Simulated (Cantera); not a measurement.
Charge: 1 mol B2H6, a varied amount of H2O, at 1427 °C and 260 Pa.

Cantera equilibrium calculation (NASA polynomials, part measured and part estimated; ideal gas, pure solids and liquids). Candidate condensed phases: B, B2O3, B3O3H3, H2O; 23 gas species. The feed counts by its element totals alone. The tables' values for BH2 are old estimates; treat these amounts as uncertain. The numbers say what is thermodynamically allowed, not how fast it happens.

log p: log10 of the partial pressure in bar; n: condensed amount in mol.

| n(H2O) (mol) | log p H2 | log p HBO2 | log p HBO | log p B2O2 | log p B2O3 | log p H2O | n B(s) |
|---|---|---|---|---|---|---|---|
| 0.43 | -2.63 | -6.03 | -3.77 | -4.24 | -5.60 | -7.68 | (withheld) |
| 0.63 | -2.64 | -5.85 | -3.68 | -4.06 | -5.32 | -7.60 | (withheld) |
| 0.92 | -2.66 | -5.70 | -3.61 | -3.89 | -5.08 | -7.54 | (withheld) |
| 1.3 | -2.68 | -5.58 | -3.55 | -3.77 | -4.89 | -7.49 | (withheld) |
| 1.9 | -2.70 | -5.47 | -3.51 | -3.65 | -4.72 | -7.45 | (withheld) |
| 2.8 | -2.68 | -4.07 | -3.84 | -4.34 | -3.66 | -5.69 | 0 |
| 4.1 | -2.72 | -3.35 | -4.98 | -6.58 | -4.04 | -3.87 | 0 |

**Question.** What belongs in the gaps?

**Answer.** 
- 0.43, n B(s): 1.57
- 0.63, n B(s): 1.38
- 0.92, n B(s): 1.10
- 1.3, n B(s): 0.729
- 1.9, n B(s): 0.150
